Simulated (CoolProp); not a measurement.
Vapour-liquid equilibrium of CF4 (R14) (1) + R13 (2) at 27.5 kPa; x and y are mole fractions of (1).

The numbers come from the multi-fluid Helmholtz-energy mixture model, Platzer 1990 and Platzer 1990; pair parameters Bell 2016 in CoolProp. This equation is an older, rougher fit; its heat capacities, sound speeds and derivatives of the liquid may be far off and weren't checked against measurements.

| x | bubble temperature (°C) | y at the bubble point | dew temperature at overall composition x (°C) | liquid density (mol/L) |
|---|---|---|---|---|
| 0.05 | -115.2 | 0.628 | -103.5 | 15.82 |
| 0.15 | -126.8 | 0.883 | -105.0 | 16.43 |
| 0.25 | -132.2 | 0.939 | -106.6 | 16.83 |
| 0.35 | -135.3 | 0.961 | -108.5 | 17.17 |
| 0.45 | -137.5 | 0.973 | -110.6 | 17.48 |
| 0.55 | -139.1 | 0.981 | -113.0 | 17.78 |
| 0.65 | -140.4 | 0.986 | -115.9 | 18.08 |
| 0.75 | -141.6 | 0.991 | -119.5 | 18.38 |
| 0.85 | -142.7 | 0.994 | -124.6 | 18.69 |
| 0.95 | -143.7 | 0.998 | -133.6 | 19.01 |

No azeotrope shows between x = 0.05 and 0.95.

The pair parameters rest on a limited set of measurements; away from them the model extrapolates.
